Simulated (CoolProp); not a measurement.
Computed with CoolProp (reference Helmholtz-energy equation of state, Gao 2020).

For ammonia, give the phase and the density (kg/m³), speed of sound (m/s), Joule-Thomson coefficient (K/MPa) at 279.4 K and 12200 kPa.


- 279.4 K and 12200 kPa: liquid; density 638, speed of sound 1540, Joule-Thomson coefficient -0.146
